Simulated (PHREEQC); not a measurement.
A solution holds 1.8 mmol/kgw MnSO4, 36 mmol/kgw CuCl2, 0.036 mmol/kgw HCl and 3.1 mmol/kgw Na2SO4, at 75 °C. Closed to the air; pH follows from the charge balance.

The numbers come from PHREEQC with the ion-association model, wateq4f.dat.

Each row changes one thing in this solution. Precipitation was switched off in this run.

```tsv
case	pH	ionic strength (mol/kgw)	Cl- (mol/kgw)	SO4-2 (mol/kgw)	Mn+2 (mol/kgw)	MnSO4 (mol/kgw)	SI of Halite (NaCl)	SI of Mirabilite (Na2SO4:10H2O)
as made	4.00	0.0920	0.0602	0.00258	0.00147	0.000196	-5.35	-8.59
HCl replaced by NiCl2 at the same molality	4.04	0.0921	0.0602	0.00258	0.00147	0.000196	-5.35	-8.59
HCl replaced by NaCl at the same molality	4.04	0.0920	0.0602	0.00258	0.00147	0.000197	-5.35	-8.58
CuCl2 left out	4.76	0.0136	3.59e-5	0.00411	0.00112	?	-8.45	?
Na2SO4 from 0.0031 to 0.00031 mol/kgw	3.96	0.0878	0.0597	0.00108	?	9.07e-5	-6.35	-10.95
```

**Question.** Fill in the missing entries.

**Answer.** 
- CuCl2 left out, MnSO4 (mol/kgw): 0.000680
- CuCl2 left out, SI of Mirabilite (Na2SO4:10H2O): -8.03
- Na2SO4 from 0.0031 to 0.00031 mol/kgw, Mn+2 (mol/kgw): 0.00156

Species that the database lacks are ignored. Some of these states are supersaturated (in Atacamite, for instance). Away from 25 °C the constants follow the database's enthalpies or fits; those with neither stay at their 25 °C values.
